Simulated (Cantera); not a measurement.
Cantera run, input and output.

```python
import numpy as np
import cantera as ct

gas = ct.Solution("gri30.yaml")


def delay(T, t_max=10):
    gas.TPX = T, 500000, {'CH4': 1, 'C2H6': 0.048, 'C3H8': 0.049, 'O2': 3.55, 'N2': 13.3}
    reactor = ct.IdealGasConstPressureReactor(gas, clone=False)
    net = ct.ReactorNet([reactor])
    net.rtol, net.atol = 1e-8, 1e-16
    while net.time < t_max:
        t_old, T_old = net.time, reactor.T
        net.step()
        if reactor.T > T + 400:  # ignition: a rise of 400 K
            return t_old + (T + 400 - T_old) / (reactor.T - T_old) * (net.time - t_old)
    return np.nan


taus = []
for T in [1073, 1173, 1273, 1373, 1473, 1573, 1673]:
    taus.append(delay(T))
    print(f"T0 = {T:6g} K   tau = {taus[-1]:.4e} s")
```

It prints:

```
T0 =   1073 K   tau = 1.5737e-02 s
T0 =   1173 K   tau = 3.8566e-03 s
T0 =   1273 K   tau = 1.0196e-03 s
T0 =   1373 K   tau = 2.9720e-04 s
T0 =   1473 K   tau = 1.0059e-04 s
T0 =   1573 K   tau = 4.0379e-05 s
T0 =   1673 K   tau = 1.9086e-05 s
```

Cantera simulation using GRI-Mech 3.0 (53 species, 325 reactions); the numbers are that mechanism's predictions, not measurements.
